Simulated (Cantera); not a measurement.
Input (Python, Cantera):

```python
import numpy as np
import cantera as ct

gas = ct.Solution("gri30.yaml")
gas.TPX = 1600, 170000, {'NO': 1, 'N2': 0.074}
inlet = ct.Reservoir(gas, clone=True)

reactor = ct.IdealGasConstPressureReactor(gas, energy="off", clone=False)
exhaust = ct.Reservoir(gas, clone=True)
tau = [16, 5.1, 1.7, 0.54, 0.18, 0.057, 0.019, 0.0061][0]
for a, b in ((inlet, reactor), (reactor, exhaust)):
    ct.MassFlowController(a, b, mdot=lambda t: reactor.mass / tau)
net = ct.ReactorNet([reactor])
show = ['NO', 'N2O', 'NO2', 'O2', 'N2', 'O']

rows = []
print(f"{'tau/s':>10s}{'T/K':>9s}" + "".join(f"{s:>11s}" for s in show))
for tau in [16, 5.1, 1.7, 0.54, 0.18, 0.057, 0.019, 0.0061]:
    net.initial_time = 0.0
    net.advance(30 * tau)
    before = gas.X
    net.advance(40 * tau)
    drift = np.max(np.abs(gas.X - before) / (gas.X + 1e-9))
    rows.append([gas.T, *gas[show].X, drift])
    print(f"{tau:10.3e}{gas.T:9.1f}" + "".join(f"{x:11.3e}" for x in gas[show].X))
```

Result:

```
     tau/s      T/K         NO        N2O        NO2         O2         N2          O
 1.600e+01   1600.0  4.985e-01  9.157e-05  2.646e-03  2.143e-01  2.845e-01  5.249e-06
 5.100e+00   1600.0  6.789e-01  1.708e-04  2.762e-03  1.239e-01  1.942e-01  4.052e-06
 1.700e+00   1600.0  8.115e-01  2.452e-04  2.310e-03  5.796e-02  1.280e-01  2.870e-06
 5.400e-01   1600.0  8.857e-01  2.911e-04  1.645e-03  2.135e-02  9.100e-02  1.909e-06
 1.800e-01   1600.0  9.148e-01  3.036e-04  1.168e-03  7.185e-03  7.657e-02  1.347e-06
 5.700e-02   1600.0  9.256e-01  2.875e-04  8.637e-04  1.990e-03  7.122e-02  1.016e-06
 1.900e-02   1600.0  9.292e-01  2.368e-04  6.173e-04  4.339e-04  6.956e-02  7.637e-07
 6.100e-03   1600.0  9.304e-01  1.502e-04  3.131e-04  4.523e-05  6.904e-02  4.496e-07
```

Detailed kinetics in Cantera: GRI-Mech 3.0 (53 species, 325 reactions).
